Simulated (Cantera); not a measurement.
Input (Python, Cantera) and output of one run.

```python
import numpy as np
import cantera as ct

gas_names = """
    CL CLO CL2 H HCL HOCL HO2 H2 H2O H2O2 Mg MgCL MgCL2 MgH MgO MgOH MgO2H2 Mg2 O OH O2 O3
""".split()
cond_names = """
    H2O(s) H2O(L) Mg(cr) Mg(L) MgCL2(s) MgCL2(L) MgO(s) MgO(L) MgO2H2(s)
""".split()


def load(file, names, dense=False):
    # The tables refer to 1 bar. Condensed volumes are neglected.
    table = {s.name: s for s in ct.Species.list_from_file(file)}
    out = []
    for n in names:
        d = dict(table[n].input_data)
        d["thermo"] = dict(d["thermo"], **{"reference-pressure": 1e5})
        if dense:
            d["equation-of-state"] = {"model": "constant-volume", "density": "1e6 g/cm^3"}
        out.append(ct.Species.from_dict(d))
    return out


gas = ct.Solution(thermo="ideal-gas", species=load("nasa_gas.yaml", gas_names))
cond = {s.name: ct.Solution(thermo="fixed-stoichiometry", species=[s], name=s.name)
        for s in load("nasa_condensed.yaml", cond_names, dense=True)}
atoms = {
    'MgO': {'Mg': 1, 'O': 1},
    'HCl': {'H': 1, 'CL': 1},
    'H2': {'H': 2},
}
top_T = {}  # K; cautious upper limits of use, not melting points


def equilibrate(T, P, feed):
    n = {}
    for name, mol in feed.items():
        for a, k in atoms[name].items():
            n[a] = n.get(a, 0.0) + k * mol
    gas.TPX = T, P, n
    mass = sum(n.values()) * gas.mean_molecular_weight
    gas.equilibrate("TP")
    valid = [c for c in cond.values() if c.min_temp <= T <= top_T.get(c.name, c.max_temp)]
    mix = ct.Mixture([(gas, mass / gas.mean_molecular_weight)] + [(c, 0.0) for c in valid])
    mix.T, mix.P = T, P
    mix.equilibrate("TP", solver="vcs", rtol=1e-11, max_steps=5000)
    return mix


results = []
feed = {'MgO': 1, 'HCl': 13, 'H2': 20}  # mol
P = 13332.2  # Pa
for T in [1023, 1173, 1323, 1473, 1623, 1773, 1923]:
    mix = equilibrate(T, P, feed)
    results.append((T, P, feed, dict(zip(mix.species_names, mix.species_moles))))

top = {s: max(r[3][s] / sum(r[3][g] for g in gas_names) for r in results) for s in gas_names}
cols = sorted((s for s in top if top[s] > 1e-05), key=lambda s: -top[s])[:9]
seen = [c for c in cond_names if any(r[3].get(c, 0) > 1e-12 for r in results)]
print("log10 of partial pressures in bar; condensed amounts in mol")
print(f"{'T/K':>10s}" + "".join(f"{s[:9]:>10s}" for s in cols + seen))
for T, P, feed, n in results:
    ng = sum(n[g] for g in gas_names)
    print(f"{T:10.4g}" + "".join(f"{np.log10(max(n[s] / ng * P / 1e5, 1e-99)):10.3f}" for s in cols)
          + "".join(f"{n.get(c, 0):10.4g}" for c in seen))
```

Result:

```
log10 of partial pressures in bar; condensed amounts in mol
       T/K        H2       HCL       H2O     MgCL2         H        CL        Mg      MgCL    MgO(s)
      1023    -1.093    -1.284    -3.564    -3.564    -8.929    -9.156   -14.468   -12.092    0.9324
      1173    -1.093    -1.293    -3.103    -3.103    -7.475    -7.733   -11.719    -9.990    0.8047
      1323    -1.093    -1.309    -2.761    -2.761    -6.346    -6.639    -9.594    -8.374    0.5704
      1473    -1.093    -1.335    -2.504    -2.504    -5.444    -5.778    -7.896    -7.096    0.2246
      1623    -1.093    -1.352    -2.394    -2.394    -4.707    -5.070    -6.620    -6.158         0
      1773    -1.093    -1.353    -2.394    -2.394    -4.092    -4.466    -5.683    -5.489         0
      1923    -1.094    -1.354    -2.394    -2.397    -3.573    -3.956    -4.896    -4.927         0
```

Cantera equilibrium calculation (NASA polynomials, part measured and part estimated; ideal gas, pure solids and liquids).
